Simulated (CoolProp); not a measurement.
A simple Rankine cycle with R365MFC: condensing at 317.15 K, boiler at 0.4 MPa, turbine inlet 373 K, turbine efficiency 0.75, pump efficiency 0.6, no recuperator. Each further row changes one setting.

Model: reference Helmholtz-energy equation of state, Lemmon 2016, in CoolProp.

```
case                             thermal efficiency (%)  net work (kJ/kg)  heat in (kJ/kg)  turbine exit temperature (K)  volume ratio over the turbine
-------------------------------  ----------------------  ----------------  ---------------  ----------------------------  -----------------------------
as stated                                           7.1              17.2              241                         352.3                           3.50
turbine inlet 393 K                                 6.9              18.4              266                         372.7                           3.46
condensing temperature 309.15 K                     8.4              21.2              253                         348.0                           4.64
boiler pressure 0.28 MPa                            5.2              12.6              244                         358.8                           2.41
turbine efficiency 0.65                             6.2              14.9              241                         354.4                           3.52
```
